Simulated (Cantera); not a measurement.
Input: 1 mol Si, 2.5 mol HCl, a varied amount of H2, held at 0.133 bar.

Points: T (K) = 598, 673, 748, 823, 898, 973, 1048, 1123, 1198, 1273, 1348; n(H2) (mol) = 2.1, 3.7, 5.3, 6.9, 8.5, 10, 12, 13, 15, 16, 18, 20.

Cantera's Mixture.equilibrate('TP', solver="vcs", rtol=1e-11, max_steps=5000) on the NASA tables stopped like this:

```
ERROR: FAILURE its = 5001!

*******************************************************************************
CanteraError thrown by MultiPhase::equilibrate:
VCS solver failed. Return code: -1
*******************************************************************************
```

Q: What got this run through?

A: One answer among several that fit: The failure is numerical, not chemical. The same input converged with solver="gibbs", rtol=1e-10, max_steps=50000, and the result passed a check of the equilibrium conditions:
```
    598        2.1  Si(cr)
    598        3.7  Si(cr)
    598        5.3  Si(cr)
    598        6.9  Si(cr)
    598        8.5  Si(cr)
    598         10  Si(cr)
    598         12  Si(cr)
    598         13  Si(cr)
    598         15  Si(cr)
    598         16  Si(cr)
    598         18  Si(cr)
    598         20  Si(cr)
    673        2.1  Si(cr)
    673        3.7  Si(cr)
    673        5.3  Si(cr)
    673        6.9  Si(cr)
    673        8.5  Si(cr)
    673         10  Si(cr)
    673         12  Si(cr)
    673         13  Si(cr)
    673         15  Si(cr)
    673         16  Si(cr)
    673         18  Si(cr)
    673         20  Si(cr)
    748        2.1  Si(cr)
    748        3.7  Si(cr)
    748        5.3  Si(cr)
    748        6.9  Si(cr)
    748        8.5  Si(cr)
    748         10  Si(cr)
    748         12  Si(cr)
    748         13  Si(cr)
    748         15  Si(cr)
    748         16  Si(cr)
    748         18  Si(cr)
    748         20  Si(cr)
    823        2.1  Si(cr)
    823        3.7  Si(cr)
    823        5.3  Si(cr)
    823        6.9  Si(cr)
    823        8.5  Si(cr)
    823         10  Si(cr)
    823         12  Si(cr)
    823         13  Si(cr)
    823         15  Si(cr)
    823         16  Si(cr)
    823         18  Si(cr)
    823         20  Si(cr)
    898        2.1  Si(cr)
    898        3.7  Si(cr)
    898        5.3  Si(cr)
    898        6.9  Si(cr)
    898        8.5  Si(cr)
    898         10  Si(cr)
    898         12  Si(cr)
    898         13  Si(cr)
    898         15  Si(cr)
    898         16  Si(cr)
    898         18  Si(cr)
    898         20  Si(cr)
    973        2.1  Si(cr)
    973        3.7  Si(cr)
    973        5.3  Si(cr)
    973        6.9  Si(cr)
    973        8.5  Si(cr)
    973         10  Si(cr)
    973         12  Si(cr)
    973         13  Si(cr)
    973         15  Si(cr)
    973         16  Si(cr)
    973         18  Si(cr)
    973         20  Si(cr)
   1048        2.1  Si(cr)
   1048        3.7  Si(cr)
   1048        5.3  Si(cr)
   1048        6.9  Si(cr)
   1048        8.5  Si(cr)
   1048         10  Si(cr)
   1048         12  Si(cr)
   1048         13  Si(cr)
   1048         15  Si(cr)
   1048         16  Si(cr)
   1048         18  Si(cr)
   1048         20  Si(cr)
   1123        2.1  Si(cr)
   1123        3.7  Si(cr)
   1123        5.3  Si(cr)
   1123        6.9  Si(cr)
   1123        8.5  Si(cr)
   1123         10  Si(cr)
   1123         12  Si(cr)
   1123         13  Si(cr)
   1123         15  Si(cr)
   1123         16  Si(cr)
   1123         18  Si(cr)
   1123         20  Si(cr)
   1198        2.1  Si(cr)
   1198        3.7  Si(cr)
   1198        5.3  Si(cr)
   1198        6.9  Si(cr)
   1198        8.5  Si(cr)
   1198         10  Si(cr)
   1198         12  Si(cr)
   1198         13  Si(cr)
   1198         15  Si(cr)
   1198         16  Si(cr)
   1198         18  Si(cr)
   1198         20  Si(cr)
   1273        2.1  Si(cr)
   1273        3.7  Si(cr)
   1273        5.3  Si(cr)
   1273        6.9  Si(cr)
   1273        8.5  Si(cr)
   1273         10  Si(cr)
   1273         12  Si(cr)
   1273         13  Si(cr)
   1273         15  Si(cr)
   1273         16  Si(cr)
   1273         18  Si(cr)
   1273         20  Si(cr)
   1348        2.1  Si(cr)
   1348        3.7  Si(cr)
   1348        5.3  Si(cr)
   1348        6.9  Si(cr)
   1348        8.5  Si(cr)
   1348         10  Si(cr)
   1348         12  Si(cr)
   1348         13  Si(cr)
   1348         15  Si(cr)
   1348         16  Si(cr)
   1348         18  Si(cr)
   1348         20  Si(cr)
```

The gas is ideal and each condensed phase is pure. The tables' values for SiCl3 are old estimates.
